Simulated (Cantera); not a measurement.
Cantera run, input and output.

```python
import numpy as np
import cantera as ct

gas = ct.Solution("gri30.yaml")
gas.TPX = 1275, 16000, {'N2O': 1}
reactor = ct.IdealGasConstPressureReactor(gas, energy="off", clone=False)
net = ct.ReactorNet([reactor])
net.rtol, net.atol = 1e-08, 1e-18
show = ['N2O', 'O', 'O2', 'N2', 'NO2']
times = np.geomspace(1e-06, 7, 12)

steps = ct.SolutionArray(gas, extra=["t"])
rows = []
print(f"{'t/s':>10s}{'T/K':>9s}{'P/Pa':>11s}" + "".join(f"{s:>11s}" for s in show))
for t in times:
    while net.time < t:
        t_next = net.step()
        steps.append(gas.state, t=t_next)
    rows.append([np.interp(t, steps.t, y) for y in (steps.T, steps.P, *steps(*show).X.T)])
    print(f"{t:10.3e}{rows[-1][0]:9.1f}{rows[-1][1]:11.4g}" + "".join(f"{x:11.3e}" for x in rows[-1][2:]))
rate = np.gradient(steps.T, steps.t)
print("integrator steps:", len(steps.t))
if steps.T.max() > steps.T[0] + 200:
    print(f"time of steepest temperature rise: {steps.t[rate.argmax()]:.4e} s")
gas.TPX = 1275, 16000, {'N2O': 1}
gas.equilibrate("TP")
print(f"equilibrium (TP): T = {gas.T:.1f} K  " + "  ".join(f"{s} {gas[s].X[0]:.3e}" for s in show))
```

It prints:

```
       t/s      T/K       P/Pa        N2O          O         O2         N2        NO2
 1.000e-06   1275.0    1.6e+04  1.000e+00  1.831e-07  2.739e-09  1.891e-07  4.125e-19
 4.191e-06   1275.0    1.6e+04  1.000e+00  7.270e-07  4.643e-08  8.272e-07  1.185e-16
 1.756e-05   1275.0    1.6e+04  1.000e+00  2.456e-06  7.041e-07  3.976e-06  2.693e-14
 7.359e-05   1275.0    1.6e+04  1.000e+00  4.990e-06  7.526e-06  2.124e-05  3.063e-12
 3.084e-04   1275.0    1.6e+04  9.998e-01  5.423e-06  4.490e-05  1.024e-04  1.087e-10
 1.292e-03   1275.0    1.6e+04  9.993e-01  5.423e-06  2.030e-04  4.437e-04  2.205e-09
 5.416e-03   1275.0    1.6e+04  9.970e-01  5.422e-06  8.643e-04  1.871e-03  3.807e-08
 2.270e-02   1275.0    1.6e+04  9.874e-01  5.420e-06  3.613e-03  7.806e-03  5.557e-07
 9.512e-02   1275.0    1.6e+04  9.487e-01  5.409e-06  1.475e-02  3.186e-02  5.203e-06
 3.986e-01   1275.0    1.6e+04  8.068e-01  5.357e-06  5.557e-02  1.200e-01  2.586e-05
 1.670e+00   1275.0    1.6e+04  4.405e-01  5.086e-06  1.612e-01  3.478e-01  8.154e-05
 7.000e+00   1275.0    1.6e+04  6.406e-02  3.137e-06  2.715e-01  5.836e-01  1.443e-04
integrator steps: 695
equilibrium (TP): T = 1275.0 K  N2O 9.645e-09  O 1.622e-07  O2 3.331e-01  N2 6.665e-01  NO2 2.361e-06
```

Cantera simulation using GRI-Mech 3.0 (53 species, 325 reactions); the numbers are that mechanism's predictions, not measurements. GRI-Mech 3.0 was tuned for natural gas; its chemistry of N2O as a main component is partial and can be far from experiment. The mechanism lacks the step 2 NO + O2 → 2 NO2, which can matter for NO2 below about 1400 K. The temperature is held fixed by assumption; the heat of reaction is taken as removed at once.
